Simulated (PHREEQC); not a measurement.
0.1 g of hydrous ferric oxide (600 m²/g; 0.2 weak and 0.005 strong sites per Fe, Dzombak-Morel constants, diffuse double layer) in 1 kg of water with 0.3 mol/kgw of an inert sodium salt and 0.058 mmol/kgw SrCl2, 0.03 mmol/kgw NiCl2 and 0.053 mmol/kgw MgCl2, at 25 °C; the pH is set by adding NaOH or the inert anion's acid. Oxygen is held at 0.21 atm. The system is closed to CO2. Precipitation was switched off in this run.

Base run: PHREEQC, ion-association model, wateq4f.dat. Each further column changes one thing. The table gives Ni sorbed (%).

```json
[
 {"pH": "3", "base": "0.0", "no electrostatic term (-no_edl)": "0.0", "background salt from 0.3 to 0.03 mol/kgw": "0.0", "oxide from 0.1 to 0.5 g/kgw": "0.0", "4.1e-05 mol/kgw BaCl2 added": "0.0"},
 {"pH": "3.5", "base": "0.0", "no electrostatic term (-no_edl)": "0.0", "background salt from 0.3 to 0.03 mol/kgw": "0.0", "oxide from 0.1 to 0.5 g/kgw": "0.0", "4.1e-05 mol/kgw BaCl2 added": "0.0"},
 {"pH": "4", "base": "0.0", "no electrostatic term (-no_edl)": "0.0", "background salt from 0.3 to 0.03 mol/kgw": "0.0", "oxide from 0.1 to 0.5 g/kgw": "0.0", "4.1e-05 mol/kgw BaCl2 added": "0.0"},
 {"pH": "5", "base": "0.2", "no electrostatic term (-no_edl)": "0.2", "background salt from 0.3 to 0.03 mol/kgw": "0.2", "oxide from 0.1 to 0.5 g/kgw": "?", "4.1e-05 mol/kgw BaCl2 added": "0.2"},
 {"pH": "5.5", "base": "1.1", "no electrostatic term (-no_edl)": "1.8", "background salt from 0.3 to 0.03 mol/kgw": "1.1", "oxide from 0.1 to 0.5 g/kgw": "?", "4.1e-05 mol/kgw BaCl2 added": "1.1"},
 {"pH": "6", "base": "6.0", "no electrostatic term (-no_edl)": "9.4", "background salt from 0.3 to 0.03 mol/kgw": "?", "oxide from 0.1 to 0.5 g/kgw": "25.2", "4.1e-05 mol/kgw BaCl2 added": "6.0"},
 {"pH": "6.5", "base": "16.3", "no electrostatic term (-no_edl)": "22.8", "background salt from 0.3 to 0.03 mol/kgw": "16.7", "oxide from 0.1 to 0.5 g/kgw": "59.6", "4.1e-05 mol/kgw BaCl2 added": "16.3"},
 {"pH": "7.5", "base": "64.7", "no electrostatic term (-no_edl)": "?", "background salt from 0.3 to 0.03 mol/kgw": "69.2", "oxide from 0.1 to 0.5 g/kgw": "97.2", "4.1e-05 mol/kgw BaCl2 added": "64.7"},
 {"pH": "8", "base": "90.2", "no electrostatic term (-no_edl)": "94.4", "background salt from 0.3 to 0.03 mol/kgw": "92.9", "oxide from 0.1 to 0.5 g/kgw": "99.5", "4.1e-05 mol/kgw BaCl2 added": "90.2"},
 {"pH": "8.5", "base": "97.8", "no electrostatic term (-no_edl)": "97.9", "background salt from 0.3 to 0.03 mol/kgw": "98.5", "oxide from 0.1 to 0.5 g/kgw": "99.9", "4.1e-05 mol/kgw BaCl2 added": "97.8"},
 {"pH": "9", "base": "99.4", "no electrostatic term (-no_edl)": "98.8", "background salt from 0.3 to 0.03 mol/kgw": "99.6", "oxide from 0.1 to 0.5 g/kgw": "100.0", "4.1e-05 mol/kgw BaCl2 added": "99.4"},
 {"pH": "10", "base": "99.7", "no electrostatic term (-no_edl)": "97.1", "background salt from 0.3 to 0.03 mol/kgw": "99.8", "oxide from 0.1 to 0.5 g/kgw": "100.0", "4.1e-05 mol/kgw BaCl2 added": "99.7"},
 {"pH": "10.5", "base": "98.5", "no electrostatic term (-no_edl)": "80.9", "background salt from 0.3 to 0.03 mol/kgw": "98.8", "oxide from 0.1 to 0.5 g/kgw": "100.0", "4.1e-05 mol/kgw BaCl2 added": "98.4"},
 {"pH": "11", "base": "87.5", "no electrostatic term (-no_edl)": "32.9", "background salt from 0.3 to 0.03 mol/kgw": "90.4", "oxide from 0.1 to 0.5 g/kgw": "100.0", "4.1e-05 mol/kgw BaCl2 added": "86.3"}
]
```

Task: Fill in the missing entries.

Result: 
- 5, oxide from 0.1 to 0.5 g/kgw: 0.7
- 5.5, oxide from 0.1 to 0.5 g/kgw: 5.3
- 6, background salt from 0.3 to 0.03 mol/kgw: 6.1
- 7.5, no electrostatic term (-no_edl): 82.1

In at least one series the solution becomes supersaturated in solids that the run did not let form, among them Ni(OH)2. The oxide is taken as insoluble; below pH 4 it would dissolve.
